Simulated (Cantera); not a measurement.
Feed: 1 mol Si2H6, 0.1 mol O2, 28 mol N2, held at 1500 °C.

Cantera equilibrium calculation (NASA polynomials, part measured and part estimated; ideal gas, pure solids and liquids). Candidate condensed phases: H2O, Si, SiO2, Si2N2O, Si3N4; 35 gas species. The feed counts by its element totals alone. Mutual solubility and eutectic melting of coexisting phases are not modelled. Kinetics and transport are ignored.

Task: What share of the Si ends up in condensed phases as a function of P (Pa), at 5, 17, 59, 210, 710, 2400, 8400, 29000, 100000?

Result: 
```csv
P (Pa),Si condensed (%),as
5,17.8,Si(l)
17,69.2,Si(l)
59,83.9,Si(l)
210,88.2,Si(l)
710,89.5,Si3N4(s)
2400,91.4,Si2N2O(s) + Si3N4(s)
8400,98.4,Si2N2O(s) + Si3N4(s)
29000,99.7,Si2N2O(s) + Si3N4(s)
100000,99.9,Si2N2O(s) + Si3N4(s)
```
